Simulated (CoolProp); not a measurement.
A single-stage vapour-compression cycle with ethylene: evaporating at 200.15 K (dew point), condensing at 237.15 K (bubble point), superheat 0 K, subcooling 0 K, compressor efficiency 0.8, no pressure losses. Each further row changes one setting.

Values from CoolProp's reference Helmholtz-energy equation of state, Smukala 2000.

| case | cooling COP | pressure ratio | discharge temperature (K) | refrigerating effect (kJ/kg) | volumetric capacity (kJ/m³) |
|---|---|---|---|---|---|
| as stated | (withheld) | 3.57 | 282.1 | 332 | 2840 |
| evaporating temperature 205.15 K | 4.14 | 2.92 | (withheld) | (withheld) | (withheld) |
| condensing temperature 232.15 K | 4.08 | (withheld) | 271.8 | 346 | 2960 |
| subcooling 5 K | 3.55 | 3.57 | 282.1 | 346 | 2960 |
| superheat 10 K | (withheld) | 3.57 | (withheld) | 347 | 2780 |
| compressor efficiency 0.7 | 2.98 | 3.57 | (withheld) | 332 | 2840 |

Some entries are withheld; supply them.


- as stated, cooling COP: 3.40
- evaporating temperature 205.15 K, discharge temperature (K): 274.5
- evaporating temperature 205.15 K, refrigerating effect (kJ/kg): 335
- evaporating temperature 205.15 K, volumetric capacity (kJ/m³): 3460
- condensing temperature 232.15 K, pressure ratio: 3.07
- superheat 10 K, cooling COP: 3.34
- superheat 10 K, discharge temperature (K): 294.3
- compressor efficiency 0.7, discharge temperature (K): 290.2
